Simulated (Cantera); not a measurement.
A perfectly stirred reactor is fed with NO : N2 = 1 : 2.3 (molar parts), at 6000 Pa; it is held at 2148 K, and followed from long to short residence time.

Computed with Cantera and GRI-Mech 3.0 (53 species, 325 reactions).

Q: What does this change do: 0.022 parts H2O added?

A: 
```
quantity                before    after
---------------------  -------  -------
x(NO) at τ = 14.0 s     0.0335   0.0323
x(N2) at τ = 14.0 s      0.830    0.825
x(O2) at τ = 14.0 s      0.133    0.132
x(NO2) at τ = 14.0 s   8.94e-6  8.60e-6
x(N2O) at τ = 14.0 s   4.57e-7  3.68e-7
x(NO) at τ = 60.0 ms     0.297    0.292
x(N2) at τ = 60.0 ms     0.700    0.696
x(O2) at τ = 60.0 ms   0.00273  0.00406
x(NO2) at τ = 60.0 ms  1.56e-5  1.45e-5
x(N2O) at τ = 60.0 ms  3.79e-5  1.89e-5
```
